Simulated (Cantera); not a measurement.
Feed: 1 mol V, 1.7 mol H₂O, equilibrated at 2275 K and 1.00 Torr.

Method: chemical equilibrium by Gibbs-energy minimisation in Cantera with the NASA 1993 tables (ideal gas, pure condensed phases). Candidate condensed phases: H₂O, V, VO, V₂O₃, V₂O₄, V₂O₅; 12 gas species. VO: taken at fixed stoichiometry. The numbers say what is thermodynamically allowed, not how fast it happens.

Base state: H₂ 0.524, VO₂ 0.235, H 0.168, VO 0.0443, H₂O 0.0259, OH 0.00130, V 0.00105, O 0.000286 (mole fractions); condensed: VO(l).

### Question
What changes in the equilibrium state with this change: temperature from 2275 K to 2098 K?

### Answer
| species | before | after |
|---|---|---|
| H₂ | 0.524 | 0.782 |
| H | 0.168 | 0.0745 |
| H₂O | 0.0259 | 0.0741 |
| VO₂ | 0.235 | 0.0644 |
| VO | 0.0443 | 0.00395 |
| V | 0.00105 | 2.52e-5 |
| O | 0.000286 | 5.70e-5 |
| OH | 0.00130 | 0.000838 |
| VO(l), mol | 0.250 | 0 |
| V₂O₃(s), mol | 0 | 0.435 |
Condensed phases not in the tables: the oxides between V₂O₃ and V₂O₅ other than VO₂.

### Question
What changes in the equilibrium state with this change: temperature from 2275 K to 2650 K?

### Answer
```csv
species,before,after
H,0.168,0.536
H₂,0.524,0.175
VO₂,0.235,0.171
O,0.000286,0.0104
H₂O,0.0259,0.00704
VO,0.0443,0.0874
O₂,5.92e-6,0.000170
V,0.00105,0.00775
OH,0.00130,0.00527
"VO(l), mol",0.250,0
```

### Question
What changes in the equilibrium state with this change: H₂O from 1.7 to 2.5 mol?

### Answer
```tsv
species	before	after
H₂	0.524	0.444
VO₂	0.235	0.254
H	0.168	0.155
H₂O	0.0259	0.130
VO	0.0443	0.00809
O₂	5.92e-6	0.000207
V	0.00105	3.23e-5
VO(l), mol	0.250	0
```
